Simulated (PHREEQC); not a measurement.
Solution (25 °C): 0.045 mol/kgw HF, 0.033 mol/kgw NH4HF2, 0.0014 mol/kgw H4SiO4 and 0.009 mol/kgw KOH. Closed to the air; pH follows from the charge balance.

Model: ion-association model, phreeqc.dat, run in PHREEQC.

| Property | Value |
|---|---|
| pH | 2.87 |
| ionic strength | 0.0450 mol/kgw |
| total alkalinity | -69.0 meq/kg |

```
species  molality  activity   log γ
-------  --------  --------  ------
HF         0.0548    0.0553   0.004
F-         0.0337    0.0276  -0.087
NH4+       0.0330    0.0267  -0.092
K+        0.00900   0.00738  -0.086
HF2-      0.00708   0.00585  -0.082
H+        0.00156   0.00134  -0.066
```

Precipitation was switched off in this run. SiF6-2 is the database's only silicon fluoride.
